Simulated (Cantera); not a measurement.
What does this Cantera script print?

```python
import numpy as np
import cantera as ct

gas = ct.Solution("h2o2.yaml")
gas.TPX = 1075, 460, {'H2': 0.014, 'O2': 1}
reactor = ct.IdealGasConstPressureReactor(gas, energy="off", clone=False)
net = ct.ReactorNet([reactor])
net.rtol, net.atol = 1e-08, 1e-18
show = ['H2', 'O2', 'OH', 'H', 'H2O2', 'H2O']
times = np.geomspace(0.0001, 10, 11)

steps = ct.SolutionArray(gas, extra=["t"])
rows = []
print(f"{'t/s':>10s}{'T/K':>9s}{'P/Pa':>11s}" + "".join(f"{s:>11s}" for s in show))
for t in times:
    while net.time < t:
        t_next = net.step()
        steps.append(gas.state, t=t_next)
    rows.append([np.interp(t, steps.t, y) for y in (steps.T, steps.P, *steps(*show).X.T)])
    print(f"{t:10.3e}{rows[-1][0]:9.1f}{rows[-1][1]:11.4g}" + "".join(f"{x:11.3e}" for x in rows[-1][2:]))
rate = np.gradient(steps.T, steps.t)
print("integrator steps:", len(steps.t))
if steps.T.max() > steps.T[0] + 200:
    print(f"time of steepest temperature rise: {steps.t[rate.argmax()]:.4e} s")
gas.TPX = 1075, 460, {'H2': 0.014, 'O2': 1}
gas.equilibrate("TP")
print(f"equilibrium (TP): T = {gas.T:.1f} K  " + "  ".join(f"{s} {gas[s].X[0]:.3e}" for s in show))
```

Result:

```
       t/s      T/K       P/Pa         H2         O2         OH          H       H2O2        H2O
 1.000e-04   1075.0        460  1.381e-02  9.862e-01  5.565e-12  2.520e-11  1.768e-16  2.250e-13
 3.162e-04   1075.0        460  1.381e-02  9.862e-01  4.124e-11  5.803e-11  1.770e-15  5.649e-12
 1.000e-03   1075.0        460  1.381e-02  9.862e-01  2.307e-10  1.252e-10  1.769e-14  1.087e-10
 3.162e-03   1075.0        460  1.381e-02  9.862e-01  1.578e-09  5.506e-10  1.770e-13  2.060e-09
 1.000e-02   1075.0        460  1.381e-02  9.862e-01  9.497e-08  3.024e-08  1.847e-12  1.886e-07
 3.162e-02   1075.0        460  4.838e-03  9.789e-01  1.739e-03  1.604e-03  6.444e-08  7.298e-03
 1.000e-01   1075.0        460  7.648e-05  9.754e-01  6.652e-04  9.561e-04  8.988e-09  1.293e-02
 3.162e-01   1075.0        460  5.445e-05  9.786e-01  5.620e-04  5.670e-04  9.115e-09  1.323e-02
 1.000e+00   1075.0        460  2.353e-05  9.829e-01  3.699e-04  1.582e-04  8.997e-09  1.359e-02
 3.162e+00   1075.0        460  5.098e-06  9.854e-01  1.730e-04  1.597e-05  7.538e-09  1.380e-02
 1.000e+01   1075.0        460  7.117e-07  9.860e-01  6.516e-05  8.481e-07  4.353e-09  1.387e-02
integrator steps: 1470
equilibrium (TP): T = 1075.0 K  H2 1.456e-10  O2 9.861e-01  OH 9.507e-07  H 2.628e-12  H2O2 6.449e-12  H2O 1.390e-02
```

Detailed kinetics in Cantera: the H2/O2 subset of GRI-Mech 3.0, which has no nitrogen chemistry. Radical loss at walls, strong at low pressure, is not modelled.
